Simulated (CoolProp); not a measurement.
Saturation properties of o-xylene.

Values from CoolProp's reference Helmholtz-energy equation of state, Zhou 2012.

```
T (°C)  p (kPa)  liquid density (kg/m³)  liquid cp (kJ/(kg K))  vapour Z  surface tension (mN/m)  vapour viscosity (µPa s)
------  -------  ----------------------  ---------------------  --------  ----------------------  ------------------------
217.55    506.6                   691.5                  2.468    0.8620                    10.2                      10.7
221.15    540.8                   687.2                  2.484    0.8558                    9.86                      10.8
224.75    576.8                   682.9                  2.501    0.8495                    9.54                      10.9
228.35    614.5                   678.4                  2.517    0.8430                    9.23                      11.0
232.05    655.2                   673.8                  2.534    0.8360                    8.90                      11.1
235.65    696.7                   669.2                  2.552    0.8291                    8.59                      11.2
239.25    740.2                   664.6                  2.569    0.8219                    8.28                      11.3
242.85    785.7                   659.9                  2.587    0.8145                    7.97                      11.4
246.45    833.3                   655.0                  2.606    0.8069                    7.66                      11.5
250.05    883.0                   650.1                  2.625    0.7991                    7.36                      11.6
253.65    934.9                   645.2                  2.645    0.7910                    7.05                      11.7
257.25    989.1                   640.1                  2.665    0.7826                    6.75                      11.8
260.85     1046                   634.9                  2.686    0.7740                    6.46                      11.9
264.55     1106                   629.4                  2.709    0.7649                    6.15                      12.0
268.15     1168                   624.0                  2.732    0.7557                    5.86                      12.1
```

It boils at 144.4 °C under 1 atm.

Viscosity comes from a separate model (Cao 2016). Surface tension comes from a separate correlation (Mulero 2014).
